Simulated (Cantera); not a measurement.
A closed system holds: 1 mol Ti, a varied amount of H₂O, 8.9 mol H₂, at 2098 K and 0.660 bar.

Method: chemical equilibrium by Gibbs-energy minimisation in Cantera with the NASA 1993 tables (ideal gas, pure condensed phases). Candidate condensed phases: H₂O, Ti, TiO, TiO₂, Ti₂O₃, Ti₃O₅, Ti₄O₇; 12 gas species. Condensed phases not in the tables: Magnéli phases beyond Ti₄O₇. Rates play no part.

**Question.** At 2.3 mol H₂O, list the 4 most abundant gas species with their mole fractions, and the condensed phases.

**Answer.** H₂ 0.947, H₂O 0.0490, H 0.00369, OH 2.26e-5. Condensed: Ti₄O₇(l).
